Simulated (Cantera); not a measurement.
Input (Python, Cantera):

```python
import numpy as np
import cantera as ct

gas = ct.Solution("h2o2.yaml")
gas.TPX = 1300, 1600000, {'H2': 1, 'O2': 0.455, 'N2': 4.09, 'H2O': 0.2}
reactor = ct.IdealGasReactor(gas, energy="on", clone=False)
net = ct.ReactorNet([reactor])
net.rtol, net.atol = 1e-08, 1e-16
show = ['H2', 'O2', 'H2O', 'OH', 'O']
times = np.geomspace(1e-06, 0.2, 15)

steps = ct.SolutionArray(gas, extra=["t"])
rows = []
print(f"{'t/s':>10s}{'T/K':>9s}{'P/Pa':>11s}" + "".join(f"{s:>11s}" for s in show))
for t in times:
    while net.time < t:
        t_next = net.step()
        steps.append(gas.state, t=t_next)
    rows.append([np.interp(t, steps.t, y) for y in (steps.T, steps.P, *steps(*show).X.T)])
    print(f"{t:10.3e}{rows[-1][0]:9.1f}{rows[-1][1]:11.4g}" + "".join(f"{x:11.3e}" for x in rows[-1][2:]))
rate = np.gradient(steps.T, steps.t)
print("integrator steps:", len(steps.t))
if steps.T.max() > steps.T[0] + 200:
    print(f"time of steepest temperature rise: {steps.t[rate.argmax()]:.4e} s")
gas.TPX = 1300, 1600000, {'H2': 1, 'O2': 0.455, 'N2': 4.09, 'H2O': 0.2}
gas.equilibrate("UV")
print(f"equilibrium (UV): T = {gas.T:.1f} K  " + "  ".join(f"{s} {gas[s].X[0]:.3e}" for s in show))
```

Output:

```
       t/s      T/K       P/Pa         H2         O2        H2O         OH          O
 1.000e-06   1300.0    1.6e+06  1.741e-01  7.920e-02  3.481e-02  2.928e-09  4.565e-09
 2.391e-06   1300.0    1.6e+06  1.741e-01  7.920e-02  3.481e-02  4.669e-09  7.079e-09
 5.719e-06   1300.0    1.6e+06  1.741e-01  7.919e-02  3.482e-02  1.156e-08  1.623e-08
 1.368e-05   1300.2    1.6e+06  1.740e-01  7.916e-02  3.484e-02  9.285e-08  1.165e-07
 3.270e-05   2585.5  2.946e+06  2.157e-02  1.549e-03  2.007e-01  4.644e-03  3.104e-04
 7.820e-05   2628.2  2.986e+06  1.887e-02  4.639e-04  2.054e-01  2.821e-03  1.048e-04
 1.870e-04   2628.2  2.986e+06  1.887e-02  4.639e-04  2.054e-01  2.821e-03  1.048e-04
 4.472e-04   2628.2  2.986e+06  1.887e-02  4.639e-04  2.054e-01  2.821e-03  1.048e-04
 1.069e-03   2628.2  2.986e+06  1.887e-02  4.639e-04  2.054e-01  2.821e-03  1.048e-04
 2.557e-03   2628.2  2.986e+06  1.887e-02  4.639e-04  2.054e-01  2.821e-03  1.048e-04
 6.116e-03   2628.2  2.986e+06  1.887e-02  4.639e-04  2.054e-01  2.821e-03  1.048e-04
 1.462e-02   2628.2  2.986e+06  1.887e-02  4.639e-04  2.054e-01  2.821e-03  1.048e-04
 3.497e-02   2628.2  2.986e+06  1.887e-02  4.639e-04  2.054e-01  2.821e-03  1.048e-04
 8.363e-02   2628.2  2.986e+06  1.887e-02  4.639e-04  2.054e-01  2.821e-03  1.048e-04
 2.000e-01   2628.2  2.986e+06  1.887e-02  4.639e-04  2.054e-01  2.821e-03  1.048e-04
integrator steps: 1225
time of steepest temperature rise: 2.9553e-05 s
equilibrium (UV): T = 2628.2 K  H2 1.887e-02  O2 4.639e-04  H2O 2.054e-01  OH 2.821e-03  O 1.048e-04
```

Model: the H2/O2 subset of GRI-Mech 3.0, which has no nitrogen chemistry, integrated in Cantera. The hydrogen kinetics of GRI-Mech 3.0 are dated; newer H2 mechanisms differ, most at raised pressure. The pressure lies above the range GRI-Mech 3.0 was tuned for (to about 10 atm).
